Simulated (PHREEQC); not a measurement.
## Alkaline etch or developer (model solution)

Make-up at 25 °C: 1.3 mmol/kgw NaOH, 0.13 mmol/kgw H3BO3 and 4 mmol/kgw K2CO3. Closed to the air; pH follows from the charge balance.

All values are PHREEQC results (Pitzer model, pitzer.dat), not measurements.

This is a speciation only: nothing precipitates in the calculation.

**Question.** Predict the pH, osmotic coefficient.

**Answer.** pH 11.14; osmotic coefficient 0.939.

**Question.** In which forms is C present?

**Answer.** CO3-2 90 %, HCO3- 10 % of the C.
